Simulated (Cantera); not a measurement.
A freely propagating, adiabatic, planar premixed flame of 20.4 % H₂, 16.7 % O₂, 62.9 % N₂, equivalence ratio 0.61, unburnt at 673 K and 1000000 Pa; unity-Lewis-number transport, grid criteria slope 0.08 and curve 0.16, no radiation.

Model: the H2/O2 subset of GRI-Mech 3.0, which has no nitrogen chemistry, integrated in Cantera. The hydrogen kinetics of GRI-Mech 3.0 are dated; newer H2 mechanisms differ, most at raised pressure. Unity Lewis numbers drop preferential diffusion, which matters most where H2 and H carry the flame. Burning velocities carry a grid error of a few per cent, more on coarse grids. Lean hydrogen flames are cellular in practice and burn faster than this planar one.

Question: Predict: laminar burning velocity; thermal thickness; peak x(HO₂); peak x(O); peak x(H); peak x(OH).

Answer: 
- laminar burning velocity = 367 cm/s
- thermal thickness = 0.0213 mm
- peak x(HO₂) = 0.000918
- peak x(O) = 0.00657
- peak x(H) = 0.0106
- peak x(OH) = 0.0118
